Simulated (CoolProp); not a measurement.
Model: reference Helmholtz-energy equation of state, Thol 2017, in CoolProp.

Give the vapour pressure (bar), vapour density (kg/m³), enthalpy of vaporisation (kJ/kg), liquid cp (kJ/(kg K)) of saturated octamethyltrisiloxane (MDM) at 332.8, 370.5, 483.8 K.


```csv
T (K),p (bar),vapour density (kg/m³),enthalpy of vaporisation (kJ/kg),liquid cp (kJ/(kg K))
332.8,0.0359,0.308,191,1.87
370.5,0.181,1.42,176,1.96
483.8,3.73,27.1,122,2.30
```
